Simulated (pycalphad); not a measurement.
Source of the numbers: pycalphad with the COST 507 light-alloy database (1999); pressure 1 atm. The data set is of 1999 and partly superseded. Phase fractions are per mole of atoms. Diffusion is slow at the low end, where real alloys seldom reach equilibrium.

Question: Give the equilibrium state of Ti-40.96Hf-0.2044B (wt.%) at 297 °C.

Answer: hcp, fraction 0.975, with 41.4 Hf, <0.01 B wt.%; BM, fraction 0.025, with 1.4 Hf, 18.2 B wt.%.

Question: Give the equilibrium state of Ti-40.96Hf-0.2044B (wt.%) at 1057 °C.

Answer: bcc, fraction 0.977, with 41.3 Hf, 0.02 B wt.%; BM, fraction 0.023, with 8.6 Hf, 17.3 B wt.%.

Database names, with the compositions (at.%) that they take in these runs: BM: Ti 48-50 B 50 Hf 0-2.
